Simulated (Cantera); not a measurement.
Thermodynamics of aluminium nitride and oxide growth, feed Al(CH3)3 + NH3 + N2

Feed: 1 mol Al(CH3)3, 480 mol NH3, 2.5 mol N2, at 140 Pa.

Method: chemical equilibrium by Gibbs-energy minimisation in Cantera with the NASA 1993 tables (ideal gas, pure condensed phases). Candidate condensed phases: Al, AlN, C, C6H6, C7H8, C8H18; 97 gas species. The feed counts by its element totals alone. The numbers say what is thermodynamically allowed, not how fast it happens.

```json
[
 {"T (K)": "1200", "x H2": "0.750", "x N2": "0.250", "x H": "4.57e-6", "x HCN": "3.23e-5", "n AlN(s)": "1.00", "n C(graphite)": "2.96"},
 {"T (K)": "1275", "x H2": "0.750", "x N2": "0.250", "x H": "1.71e-5", "x HCN": "7.05e-5", "n AlN(s)": "1.00", "n C(graphite)": "2.92"},
 {"T (K)": "1350", "x H2": "0.749", "x N2": "0.250", "x H": "5.51e-5", "x HCN": "0.000141", "n AlN(s)": "1.000", "n C(graphite)": "2.86"},
 {"T (K)": "1425", "x H2": "0.749", "x N2": "0.250", "x H": "0.000158", "x HCN": "0.000262", "n AlN(s)": "1.000", "n C(graphite)": "2.74"},
 {"T (K)": "1500", "x H2": "0.749", "x N2": "0.250", "x H": "0.000407", "x HCN": "0.000458", "n AlN(s)": "0.998", "n C(graphite)": "2.54"},
 {"T (K)": "1575", "x H2": "0.748", "x N2": "0.250", "x H": "0.000961", "x HCN": "0.000756", "n AlN(s)": "0.973", "n C(graphite)": "2.22"},
 {"T (K)": "1650", "x H2": "0.747", "x N2": "0.250", "x H": "0.00210", "x HCN": "0.00119", "n AlN(s)": "0.759", "n C(graphite)": "1.75"},
 {"T (K)": "1725", "x H2": "0.744", "x N2": "0.249", "x H": "0.00428", "x HCN": "0.00180", "n AlN(s)": "0", "n C(graphite)": "1.06"},
 {"T (K)": "1800", "x H2": "0.740", "x N2": "0.248", "x H": "0.00823", "x HCN": "0.00263", "n AlN(s)": "0", "n C(graphite)": "0.0927"},
 {"T (K)": "1875", "x H2": "0.734", "x N2": "0.247", "x H": "0.0150", "x HCN": "0.00271", "n AlN(s)": "0", "n C(graphite)": "0"},
 {"T (K)": "1950", "x H2": "0.724", "x N2": "0.246", "x H": "0.0261", "x HCN": "0.00269", "n AlN(s)": "0", "n C(graphite)": "0"},
 {"T (K)": "2025", "x H2": "0.709", "x N2": "0.244", "x H": "0.0433", "x HCN": "0.00267", "n AlN(s)": "0", "n C(graphite)": "0"},
 {"T (K)": "2100", "x H2": "0.687", "x N2": "0.240", "x H": "0.0690", "x HCN": "0.00263", "n AlN(s)": "0", "n C(graphite)": "0"}
]
```
x: gas mole fraction; n: condensed amount in mol.

From 1200 K to 1650 K the condensed part is AlN(s) + C(graphite). From 1725 K to 1800 K the condensed part is C(graphite). From 1875 K to 2100 K nothing is condensed.
